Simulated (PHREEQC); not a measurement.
Acid mine or pickling water: an equilibrium model

Synthetic water in mg/kgw, 50 °C, pH 4.14, pe 8.4:

| constituent | mg/kgw |
|---|---|
| Na | 94.6 |
| K | 0.434 |
| Ca | 235 |
| Mg | 88.3 |
| Cl | 201 |
| S(6) as SO4 | 809 |
| Cu(2) | 0.571 |

Valence states are taken as typed.

Model: ion-association model, phreeqc.dat, run in PHREEQC.

Each row changes one thing in this solution. Precipitation was switched off in this run.

| case | ionic strength (mol/kgw) | SO4-2 (mol/kgw) | Ca+2 (mol/kgw) | Mg+2 (mol/kgw) | MgSO4 (mol/kgw) | CaSO4 (mol/kgw) | SI of Gypsum (CaSO4:2H2O) | SI of Halite (NaCl) |
|---|---|---|---|---|---|---|---|---|
| as made | 0.0293 | 0.00549 | 0.00446 | 0.00221 | 0.00142 | 0.00140 | -0.56 | -6.37 |
| Mg from 88.3 to 44.1 mg/kgw | 0.0278 | 0.00601 | 0.00434 | 0.00105 | 0.000758 | 0.00153 | -0.52 | -6.37 |
| all concentrations times 3 at the same typed pH | 0.0783 | 0.0140 | 0.0121 | 0.00560 | 0.00530 | 0.00549 | +0.04 | -5.49 |
| Na from 94.6 to 47.3 mg/kgw | 0.0282 | 0.00549 | 0.00444 | 0.00220 | 0.00143 | 0.00142 | -0.55 | -6.67 |

Complexes and solids missing from the database can't appear. At this temperature some constants are extrapolated from 25 °C, and those without enthalpy data are left unchanged.
